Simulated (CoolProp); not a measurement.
R21 along the isotherm 199.85 °C: density (kg/m³) from the reference equation and from simpler models built on Tc = 179.6 °C, pc = 52.89 bar, ω = 0.206; each cubic takes its own stable root.

Computed with CoolProp (reference Helmholtz-energy equation of state, Platzer 1990). This equation is an older, rougher fit; its heat capacities, sound speeds and derivatives of the liquid may be far off and weren't checked against measurements.

```json
[
 {"p (bar)": "7.21", "phase": "gas", "reference": "19.67"},
 {"p (bar)": "14.4", "phase": "gas", "reference": "41.13"},
 {"p (bar)": "21.6", "phase": "gas", "reference": "65.03"},
 {"p (bar)": "28.8", "phase": "gas", "reference": "92.13"},
 {"p (bar)": "36.1", "phase": "gas", "reference": "124.2"},
 {"p (bar)": "43.3", "phase": "gas", "reference": "162.7"},
 {"p (bar)": "50.5", "phase": "gas", "reference": "212.6"},
 {"p (bar)": "57.7", "phase": "supercritical", "reference": "284.4"},
 {"p (bar)": "64.9", "phase": "supercritical", "reference": "405.1"},
 {"p (bar)": "72.1", "phase": "supercritical", "reference": "573.4"},
 {"p (bar)": "79.3", "phase": "supercritical", "reference": "683.4"}
]
```

Task: How far does each simpler model (van der Waals, Soave-Redlich-Kwong) lie from the reference over these 11 states: mean and median of the absolute difference, and the worst?

Result: 
- van der Waals: mean 4.5 %, median 2.3 %, worst -18.6 % at 199.85 °C and 79.3 bar
- Soave-Redlich-Kwong: mean 4.2 %, median 1.5 %, worst -15.0 % at 199.85 °C and 79.3 bar
